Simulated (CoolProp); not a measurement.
Vapour-liquid equilibrium of R1234yf (1) + R1234ze(E) (2) at 260.9 K; x and y are mole fractions of (1).

Values from CoolProp's multi-fluid Helmholtz-energy mixture model, Lemmon 2022 and Thol 2016; pair parameters Bell 2022.

```json
[
 {"x": "0.05", "bubble pressure, mixture model (MPa)": "0.1387", "bubble pressure, Raoult's law (MPa)": "0.1381", "y, mixture model": "0.076", "y, Raoult's law": "0.074"},
 {"x": "0.15", "bubble pressure, mixture model (MPa)": "0.1464", "bubble pressure, Raoult's law (MPa)": "0.1450", "y, mixture model": "0.213", "y, Raoult's law": "0.211"},
 {"x": "0.25", "bubble pressure, mixture model (MPa)": "0.1537", "bubble pressure, Raoult's law (MPa)": "0.1519", "y, mixture model": "0.334", "y, Raoult's law": "0.336"},
 {"x": "0.35", "bubble pressure, mixture model (MPa)": "0.1608", "bubble pressure, Raoult's law (MPa)": "0.1589", "y, mixture model": "0.444", "y, Raoult's law": "0.449"},
 {"x": "0.45", "bubble pressure, mixture model (MPa)": "0.1676", "bubble pressure, Raoult's law (MPa)": "0.1658", "y, mixture model": "0.545", "y, Raoult's law": "0.554"},
 {"x": "0.55", "bubble pressure, mixture model (MPa)": "0.1742", "bubble pressure, Raoult's law (MPa)": "0.1727", "y, mixture model": "0.639", "y, Raoult's law": "0.649"},
 {"x": "0.65", "bubble pressure, mixture model (MPa)": "0.1808", "bubble pressure, Raoult's law (MPa)": "0.1797", "y, mixture model": "0.728", "y, Raoult's law": "0.738"},
 {"x": "0.75", "bubble pressure, mixture model (MPa)": "0.1874", "bubble pressure, Raoult's law (MPa)": "0.1866", "y, mixture model": "0.811", "y, Raoult's law": "0.820"},
 {"x": "0.85", "bubble pressure, mixture model (MPa)": "0.1940", "bubble pressure, Raoult's law (MPa)": "0.1936", "y, mixture model": "0.890", "y, Raoult's law": "0.896"},
 {"x": "0.95", "bubble pressure, mixture model (MPa)": "0.2006", "bubble pressure, Raoult's law (MPa)": "0.2005", "y, mixture model": "0.964", "y, Raoult's law": "0.966"}
]
```

The largest gap from Raoult's law is +1.2 % in bubble pressure, at x = 0.25. No azeotrope shows between x = 0.05 and 0.95.

Pair parameters are fitted to limited data, so mixtures are less certain than the pure fluids.
